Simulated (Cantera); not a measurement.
A closed system holds: 1 mol CHF3, 0.15 mol Si, equilibrated at 527 °C and 2.25 Torr.

Method: chemical equilibrium by Gibbs-energy minimisation in Cantera with the NASA 1993 tables (ideal gas, pure condensed phases). Candidate condensed phases: C, C6H6, C7H8, C8H18, Si, SiC; 113 gas species. Condensed phases not in the tables: fluorocarbon polymer. Gases not in the tables: C2F6 and larger saturated fluorocarbons. Equilibrium is a limit: real reactors are often held back by kinetics, nucleation or transport.

### Question
What is the equilibrium state?

### Answer
```json
{
  "x(HF)": "0.667",
  "x(CF4)": "0.233",
  "x(SiF4)": "0.100",
  "n(C(graphite))": "0.650 mol",
  "gas_amount": "1.500 mol",
  "log10 activity of Si(s) (absent)": "-45.33"
}
```
